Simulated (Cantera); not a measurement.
A perfectly stirred reactor is fed with 11.2 % CH₄, 18.7 % O₂, 70.1 % N₂, at 240000 Pa; it is adiabatic with a 600 K inlet, and is followed from long to short residence time, starting on the burning branch (τ in s: 0.26, 0.1, 0.042, 0.017, 0.0066, 0.0026, 0.001, 0.00041, 0.00016, 6.5e-05, 2.6e-05).

Model: GRI-Mech 3.0 (53 species, 325 reactions), integrated in Cantera.

Task: Predict: blow-out, bracketed by the residence times tried; x(CH₄) at τ = 0.260 s; x(O₂) at τ = 0.260 s; x(CH₂) at τ = 0.260 s; x(CO) at τ = 0.260 s; x(CH₄) at τ = 2.60 ms; x(O₂) at τ = 2.60 ms; x(CH₂) at τ = 2.60 ms; x(C₂H) at τ = 2.60 ms; x(CO) at τ = 2.60 ms.

Result: 
| Property | Result |
|---|---|
| blow-out, bracketed by the residence times tried | burning at 65.0 µs, out at 26.0 µs |
| x(CH₄) at τ = 0.260 s | 2.04e-6 |
| x(O₂) at τ = 0.260 s | 0.000196 |
| x(CH₂) at τ = 0.260 s | 6.29e-8 |
| x(CO) at τ = 0.260 s | 0.0468 |
| x(CH₄) at τ = 2.60 ms | 4.74e-5 |
| x(O₂) at τ = 2.60 ms | 0.00144 |
| x(CH₂) at τ = 2.60 ms | 2.68e-6 |
| x(C₂H) at τ = 2.60 ms | 1.94e-9 |
| x(CO) at τ = 2.60 ms | 0.0480 |
